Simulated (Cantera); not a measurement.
An isothermal, constant-pressure homogeneous reactor starts with 4.63 % H2, 92.6 % O2, 2.78 % H2O, at 975 K and 10.00 Torr.

Computed with Cantera and GRI-Mech 3.0 (53 species, 325 reactions). Radical loss at walls, strong at low pressure, is not modelled. The temperature is held fixed by assumption; the heat of reaction is taken as removed at once.

One state of this run: x H2 = 1.18e-5; x O2 = 0.924; x H = 4.88e-6; x O = 0.000127; x H2O = 0.0757; x HO2 = 1.19e-6. x: mole fraction; the columns are a selection and need not sum to one.

### Question
Which value of t (s) does it belong to?
A. 0.00132
B. 0.0514
C. 0.174
D. 0.000115

### Answer
C, 0.174
